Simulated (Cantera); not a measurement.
Charge: 1 mol Fe2O3, 1100 mol H2, 0.45 mol H2O, at 1925 K and 1 atm.

Method: chemical equilibrium by Gibbs-energy minimisation in Cantera with the NASA 1993 tables (ideal gas, pure condensed phases). Candidate condensed phases: Fe, FeO, Fe(OH)2, Fe(OH)3, Fe2O3, Fe3O4, H2O; 12 gas species. The numbers say what is thermodynamically allowed, not how fast it happens.

Base state: H2 0.996, H2O 0.00313, H 0.000948, Fe 0.000150 (mole fractions); condensed: Fe(l).

Q: What changes in the equilibrium state with this change: pressure from 1 atm to 100 Torr?

A: 
```
species       before    after
----------  --------  -------
H2             0.996    0.993
H2O          0.00313  0.00313
H           0.000948  0.00261
Fe          0.000150  0.00114
Fe(l), mol      1.84    0.745
```
